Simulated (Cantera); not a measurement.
Ignition delay

Mixture: CO : H₂ : O₂ : N₂ = 1 : 0.37 : 1.37 : 5.15 (molar parts), equivalence ratio 0.50, at 16.8 atm, adiabatic and at constant volume. Ignition delay is the time to a rise of 400 K.

Detailed kinetics in Cantera: GRI-Mech 3.0 (53 species, 325 reactions). The hydrogen kinetics of GRI-Mech 3.0 are dated; newer H2 mechanisms differ, most at raised pressure. The pressure lies above the range GRI-Mech 3.0 was tuned for (to about 10 atm).

```json
[
 {"T0 (K)": "1250", "delay (ms)": "0.0263"},
 {"T0 (K)": "1325", "delay (ms)": "0.00751"},
 {"T0 (K)": "1400", "delay (ms)": "0.00362"},
 {"T0 (K)": "1475", "delay (ms)": "0.00232"},
 {"T0 (K)": "1550", "delay (ms)": "0.00172"}
]
```

| Property | Result |
|---|---|
| apparent activation energy between 1400 and 1550 K | 90 kJ/mol |
